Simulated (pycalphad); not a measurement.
Source of the numbers: pycalphad with the COST 507 light-alloy database (1999); pressure 1 atm. The data set is of 1999 and partly superseded. Phase fractions are per mole of atoms.

**Question.** Give the equilibrium state of Al-7.724Mg-11.21Si (wt.%) at 490 K.

**Answer.** FCC_A1, fraction 0.807, with 0.01 Mg, 0.01 Si wt.%; MG2SI, fraction 0.128, with 63.4 Mg, 36.6 Si wt.%; DIAMOND_A4, fraction 0.065, with no Mg, >99.99 Si wt.%.

**Question.** Give the equilibrium state of Al-7.724Mg-11.21Si (wt.%) at 850 K.

**Answer.** LIQUID, fraction 0.968, with 6.0 Mg, 10.4 Si wt.%; MG2SI, fraction 0.032, with 63.4 Mg, 36.6 Si wt.%.

Database names, with the compositions (at.%) that they take in these runs: MG2SI: Mg 67 Si 33. FCC_A1 is fcc; DIAMOND_A4 is diamond (Si). An entry "none" or "no" means that the model of the phase leaves that element out.
